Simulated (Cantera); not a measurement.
An isothermal, constant-pressure homogeneous reactor starts with C₂H₆ : N₂ = 1 : 5.8 (molar parts), at 1300 K and 1.01 bar. Integrator tolerance rtol = 1e-08.

Cantera simulation using GRI-Mech 3.0 (53 species, 325 reactions); the numbers are that mechanism's predictions, not measurements. GRI-Mech 3.0 stops at C3 and has no aromatics, soot or wall deposition, so with more carbon than oxygen in the feed, carbon stays in small species such as C2H2 where larger ones or solid carbon would form.

**Question.** What does this change do: pressure from 1.01 bar to 0.0220 bar?

**Answer.** 
| quantity | before | after |
|---|---|---|
| x(C₂H₆) at 200 s | 9.86e-5 (gas-phase equilibrium 7.54e-5) | 1.79e-6 (gas-phase equilibrium 2.27e-7) |
| x(C₂H₂) at 200 s | 0.0636 (gas-phase equilibrium 0.0385) | 0.0990 (gas-phase equilibrium 0.0687) |
| x(CH₃) at 200 s | 5.84e-6 (gas-phase equilibrium 5.11e-6) | 7.02e-6 (gas-phase equilibrium 1.90e-6) |
| x(C₂H₄) at 200 s | 0.0188 (gas-phase equilibrium 0.0128) | 0.00115 (gas-phase equilibrium 0.000939) |
| x(CH₂) at 200 s | 1.23e-11 (gas-phase equilibrium 1.02e-11) | 4.34e-11 (gas-phase equilibrium 1.87e-11) |
| x(CH₄) at 200 s | 0.0862 (gas-phase equilibrium 0.0799) | 0.0352 (gas-phase equilibrium 0.00604) |
| x(H₂) at 200 s | 0.103 (gas-phase equilibrium 0.116) | 0.182 (gas-phase equilibrium 0.219) |
Radical loss at walls, strong at low pressure, is not modelled.
